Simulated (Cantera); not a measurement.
## Transport properties of process gases

Gas mixture: C₂H₄ = 0.29 (molar parts), at 0.00316 atm, frozen composition.

Cantera's kinetic-theory transport with the Lennard-Jones parameters of GRI-Mech 3.0, ideal gas; thermal conductivity in the multicomponent form. The composition is frozen, though it would react at the higher temperatures.

```csv
T (K),ρ (kg/m³),cp (J/kg/K),μ (µPa s),λ (mW/m/K),Pr,D (cm²/s) NH₃,D (cm²/s) O,D (cm²/s) NO
400,0.00270,1877,13.3,33.5,0.748,88.2,133,84.9
500,0.00216,2220,16.3,48.4,0.750,136,198,126
600,0.00180,2529,19.1,64.4,0.750,193,271,174
700,0.00154,2785,21.7,80.4,0.750,258,354,227
800,0.00135,2991,24.1,96.0,0.750,330,444,286
900,0.00120,3167,26.3,111,0.749,408,542,350
1000,0.00108,3354,28.5,128,0.749,493,648,418
1100,0.000982,3498,30.5,143,0.748,585,761,491
1200,0.000900,3625,32.5,158,0.748,681,880,568
```
D: mixture-averaged diffusion coefficient of that species in the mixture.
